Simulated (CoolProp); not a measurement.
The numbers come from the reference Helmholtz-energy equation of state, Span 1996 in CoolProp.

### Question
For carbon dioxide, give the phase and the cp (kJ/(kg K)), isothermal compressibility (1/MPa), viscosity (µPa s), Prandtl number at 323.5 K and 18400 kPa; 323.5 K and 29000 kPa.

### Answer
- 323.5 K and 18400 kPa: supercritical; cp 2.51, isothermal compressibility 0.0192, viscosity 65.6, Prandtl number 1.99
- 323.5 K and 29000 kPa: supercritical; cp 2.01, isothermal compressibility 0.00779, viscosity 84.3, Prandtl number 1.71

Viscosity comes from a separate model (Laesecke 2017). Thermal conductivity comes from a separate model (Huber 2016).
